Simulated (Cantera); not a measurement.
An isothermal, constant-pressure homogeneous reactor starts with 11.5 % NH3, 88.5 % N2, at 2375 K and 0.0170 bar.

Cantera simulation using the gas-phase N/H chemistry of the illustrative SiF4/NH3 mechanism in the Surface Chemkin manual (1991); the numbers are that mechanism's predictions, not measurements. Walls and surfaces, which speed up NH3 decomposition in real reactors, are not modelled.

x: mole fraction; the columns are a selection and need not sum to one.

| t (s) | x NH3 | x H | x NH | x N2 | x N | x H2 |
|---|---|---|---|---|---|---|
| 2.00e-6 | 0.115 | 1.17e-6 | 4.13e-12 | 0.885 | <1e-12 | 1.03e-7 |
| 6.83e-6 | 0.115 | ? | 1.31e-10 | 0.885 | <1e-12 | ? |
| 2.33e-5 | 0.115 | ? | ? | 0.885 | 1.26e-12 | ? |
| 7.95e-5 | 0.115 | 7.47e-6 | 8.13e-8 | 0.885 | 1.21e-10 | 4.33e-5 |
| 0.000271 | 0.115 | 7.68e-6 | 1.26e-6 | 0.885 | 6.24e-9 | 0.000167 |
| 0.000926 | 0.114 | 1.21e-5 | 1.33e-5 | 0.885 | 1.49e-7 | 0.000666 |
| 0.00316 | 0.109 | 6.29e-5 | 5.63e-5 | 0.883 | 1.74e-6 | 0.00505 |
| 0.0108 | 0.0924 | 0.000205 | 8.54e-5 | 0.877 | 8.29e-6 | 0.0284 |
| 0.0368 | 0.0537 | 0.000498 | 8.23e-5 | 0.864 | 1.44e-5 | 0.0812 |
| 0.126 | 0.0109 | 0.00117 | 4.47e-5 | 0.849 | 1.38e-5 | 0.139 |
| 0.429 | 0.000112 | 0.00430 | 5.73e-6 | 0.844 | 6.29e-6 | 0.152 |
| 1.46 | 2.13e-7 | 0.0166 | 1.80e-7 | 0.838 | 8.02e-7 | 0.145 |
| 5.00 | 9.93e-9 | 0.0360 | 4.65e-8 | 0.830 | 4.87e-7 | 0.134 |

Some entries are withheld; supply them.


- 6.83e-6, x H: 3.30e-6
- 6.83e-6, x H2: 1.05e-6
- 2.33e-5, x H: 6.45e-6
- 2.33e-5, x NH: 4.00e-9
- 2.33e-5, x H2: 8.41e-6
